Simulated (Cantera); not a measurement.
Charge: 1 mol Si₃N₄, 0.0032 mol Si, 2.4 mol H₂, held at 2473 K and 0.150 Torr.

Equilibrium computed with Cantera from the NASA thermochemical tables; the gas is ideal and each condensed phase is pure. Candidate condensed phases: Si, Si₃N₄; 18 gas species. The tables' values for SiN are old estimates; treat these amounts as uncertain. Kinetics and transport are ignored.

Base state: H 0.395, Si 0.325, N₂ 0.217, H₂ 0.0627, SiH 0.000317, SiN 0.000225, Si₂ 0.000140 (mole fractions); condensed: gas only.

### Question
What changes in the equilibrium state with this change: pressure from 0.150 Torr to 4.58 Torr?

### Answer
| species | before | after |
|---|---|---|
| Si | 0.325 | 0.363 |
| N₂ | 0.217 | 0.253 |
| H₂ | 0.0627 | 0.234 |
| H | 0.395 | 0.138 |
| Si₃ | 4.10e-7 | 0.000530 |
| Si₂N | 3.40e-6 | 0.000772 |
Gases not in the tables: Si₂H₆ and higher silanes.

### Question
What changes in the equilibrium state with this change: pressure from 0.150 Torr to 10.0 Torr?

### Answer
```tsv
species	before	after
H₂	0.0627	0.296
N₂	0.217	0.291
Si	0.325	0.290
H	0.395	0.105
Si₃	4.10e-7	0.00130
Si₂N	3.40e-6	0.00171
SiH₂	9.76e-7	0.000274
Si₂	0.000140	0.00744
Si(l), mol	0	0.819
```
Gases not in the tables: Si₂H₆ and higher silanes.
